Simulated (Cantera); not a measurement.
A diamond (100) surface in a fixed gas of H2 with x(CH4) = 0.026, x(H) = 0.012, x(CH3) = 5e-05, 0.160 bar; coverages are run to steady state.

Cantera simulation using the Harris–Goodwin 1993 mechanism for the reconstructed diamond (100) surface; the numbers are that mechanism's predictions, not measurements.

θ: site fractions in the mechanism's names (c6HH fully hydrogenated, c6H* and c6*H radical sites, c6** diradical, c6HM methylated).

```json
[
 {"T (K)": "950", "growth (µm/h)": "___", "θ c6HH": "0.641", "θ c6H*": "0.0145", "θ c6*H": "0.334", "θ c6**": "0.00673", "θ c6HM": "0.00281"},
 {"T (K)": "1025", "growth (µm/h)": "___", "θ c6HH": "0.573", "θ c6H*": "0.0209", "θ c6*H": "0.392", "θ c6**": "0.0116", "θ c6HM": "0.00204"},
 {"T (K)": "1100", "growth (µm/h)": "___", "θ c6HH": "0.510", "θ c6H*": "0.0282", "θ c6*H": "0.441", "θ c6**": "0.0184", "θ c6HM": "0.00146"},
 {"T (K)": "1175", "growth (µm/h)": "___", "θ c6HH": "0.455", "θ c6H*": "0.0361", "θ c6*H": "0.480", "θ c6**": "0.0272", "θ c6HM": "0.000964"},
 {"T (K)": "1250", "growth (µm/h)": "___", "θ c6HH": "0.407", "θ c6H*": "0.0442", "θ c6*H": "0.510", "θ c6**": "0.0378", "θ c6HM": "0.000498"},
 {"T (K)": "1325", "growth (µm/h)": "___", "θ c6HH": "0.366", "θ c6H*": "0.0522", "θ c6*H": "0.531", "θ c6**": "0.0500", "θ c6HM": "0.000188"},
 {"T (K)": "1400", "growth (µm/h)": "___", "θ c6HH": "0.331", "θ c6H*": "0.0600", "θ c6*H": "0.545", "θ c6**": "0.0634", "θ c6HM": "5.85e-5"}
]
```

Question: Fill in the missing entries.

Answer: 
- 950, growth (µm/h): 3.32
- 1025, growth (µm/h): 4.70
- 1100, growth (µm/h): 6.07
- 1175, growth (µm/h): 6.74
- 1250, growth (µm/h): 5.79
- 1325, growth (µm/h): 4.03
- 1400, growth (µm/h): 3.06
